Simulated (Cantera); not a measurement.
**Ignition delay**

Mixture: 13.9 % CH4, 9.15 % H2, 16.2 % O2, 60.7 % N2, equivalence ratio 2.0, at 0.987 atm, adiabatic and at constant volume. Ignition delay is the time to a rise of 400 K.

Detailed kinetics in Cantera: GRI-Mech 3.0 (53 species, 325 reactions).

```csv
T0 (K),delay (ms)
1200,2.29
1250,1.49
1300,0.985
1350,0.666
1400,0.460
1450,0.325
```

```yaml
apparent activation energy between 1350 and 1450 K: 120 kJ/mol
```
